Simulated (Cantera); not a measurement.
An isothermal, constant-pressure homogeneous reactor starts with CO : O₂ : H₂O : N₂ = 0.0035 : 0.01 : 0.0081 : 1 (molar parts), equivalence ratio 0.17, at 1325 K and 210000 Pa.

Computed with Cantera and GRI-Mech 3.0 (53 species, 325 reactions).

One state of this run: x CO = 9.00e-9; x O₂ = 0.00809; x H₂O = 0.00794; x H = 1.36e-10; x HO₂ = 1.57e-9; x NO = 1.33e-7; x O = 2.11e-8. x: mole fraction; the columns are a selection and need not sum to one.

### Question
Which value of t (s) does it belong to?
A) 8.29e-6
B) 0.724
C) 0.00245
D) 2.00e-6

### Answer
B, 0.724
